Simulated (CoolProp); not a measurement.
Values from CoolProp's reference Helmholtz-energy equation of state, Thol 2017.

Task: For octamethyltrisiloxane (MDM), give the phase and the Z, cp (kJ/(kg K)), cv (kJ/(kg K)), speed of sound (m/s) at 218.1 K and 1.24 MPa; 248.7 K and 1.24 MPa.

Result: 
- 218.1 K and 1.24 MPa: liquid; Z 0.181, cp 1.65, cv 1.34, speed of sound 1210
- 248.7 K and 1.24 MPa: liquid; Z 0.164, cp 1.69, cv 1.38, speed of sound 1100
